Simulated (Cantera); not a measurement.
Input: 1 mol Si3N4, 2.3 mol N2O, 8.5 mol N2, at 0.00220 bar.

Method: chemical equilibrium by Gibbs-energy minimisation in Cantera with the NASA 1993 tables (ideal gas, pure condensed phases). Candidate condensed phases: Si, SiO2, Si2N2O, Si3N4; 16 gas species. The tables' values for SiN are old estimates; treat these amounts as uncertain. The numbers say what is thermodynamically allowed, not how fast it happens. All values below are at 2150 K.

Base state: N2 0.810, SiO 0.146, Si 0.0431, SiN 0.000340, Si2 0.000263, Si2N 0.000165, Si3 2.22e-5 (mole fractions); condensed: gas only.

Task: What changes in the equilibrium state with this change: pressure from 0.00220 bar to 0.280 bar?

Result: 
```
species       before     after
----------  --------  --------
N2             0.810     0.847
SiO            0.146     0.152
Si            0.0431  0.000802
Si2         0.000263   1.16e-5
Si3          2.22e-5   2.32e-6
SiN         0.000340   7.29e-5
Si(l), mol         0     0.684
```
